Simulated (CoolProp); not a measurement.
Computed with CoolProp (reference Helmholtz-energy equation of state, Lemmon 2006). It is a short technical equation, of lower accuracy than the large ones.

### Question
Give the vapour pressure (bar), liquid density (kg/m³), vapour density (kg/m³), enthalpy of vaporisation (kJ/kg) of saturated C2F6 (R116) at 187, 239.7, 248.5 K.

### Answer
```json
[
 {"T (K)": "187", "p (bar)": "0.643", "liquid density (kg/m³)": "1640", "vapour density (kg/m³)": "5.90", "enthalpy of vaporisation (kJ/kg)": "120"},
 {"T (K)": "239.7", "p (bar)": "6.80", "liquid density (kg/m³)": "1380", "vapour density (kg/m³)": "56.9", "enthalpy of vaporisation (kJ/kg)": "93.4"},
 {"T (K)": "248.5", "p (bar)": "9.07", "liquid density (kg/m³)": "1330", "vapour density (kg/m³)": "76.9", "enthalpy of vaporisation (kJ/kg)": "87.1"}
]
```
